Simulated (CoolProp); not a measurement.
Model: reference Helmholtz-energy equation of state, Wagner 2002, in CoolProp.

**Question.** For water, give the phase and the Z, cv (kJ/(kg K)), expansivity (1/kK), viscosity (µPa s) at 445.8 K and 10.4 MPa.

**Answer.** 
- 445.8 K and 10.4 MPa: liquid; Z 0.0561, cv 3.42, expansivity 1.13, viscosity 160

Viscosity comes from a separate model (Huber 2009).
